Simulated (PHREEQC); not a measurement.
0.21 g of hydrous ferric oxide (600 m²/g; 0.2 weak and 0.005 strong sites per Fe, Dzombak-Morel constants, diffuse double layer) in 1 kg of water with 0.001 mol/kgw of an inert sodium salt and 0.39 mmol/kgw CuSO4, at 25 °C; the pH is set by adding NaOH or the inert anion's acid. Oxygen alone is held at its pressure in air (log pO2 = -0.68). The system is closed to CO2. Nothing may precipitate in this run.

Model: ion-association model, wateq4f.dat, run in PHREEQC.

| pH | S sorbed (%) | Cu sorbed (%) | surface charge σ (C/m²) | surface potential ψ (mV) |
|---|---|---|---|---|
| 4 | 56.7 | 2.0 | 0.019 | 99 |
| 4.75 | 51.1 | 12.4 | 0.017 | 95 |
| 5.5 | 41.3 | [?] | 0.016 | [?] |
| 5.88 | [?] | 68.7 | 0.017 | 99 |
| 6.62 | 36.0 | 79.1 | 0.020 | 108 |
| 7.38 | 30.0 | 76.6 | [?] | 104 |
| 8.12 | [?] | 65.5 | [?] | [?] |
| 8.5 | 3.7 | 60.8 | 0.010 | 69 |
| 9.25 | 0.2 | 58.0 | [?] | 28 |
| 10 | 0.0 | 57.1 | -0.002 | -16 |

Q: Fill in the missing entries.

A: 
- 5.5, Cu sorbed (%): 53.6
- 5.5, surface potential ψ (mV): 96
- 5.88, S sorbed (%): 38.2
- 7.38, surface charge σ (C/m²): 0.018
- 8.12, S sorbed (%): 11.7
- 8.12, surface charge σ (C/m²): 0.013
- 8.12, surface potential ψ (mV): 85
- 9.25, surface charge σ (C/m²): 0.003

Along this series the solution becomes supersaturated in solids that the run did not let form, among them Cu(OH)2, Brochantite, Antlerite. Species that the database lacks are ignored. The database's constant for dissolved Cu(OH)2 is higher than later reviews accept.
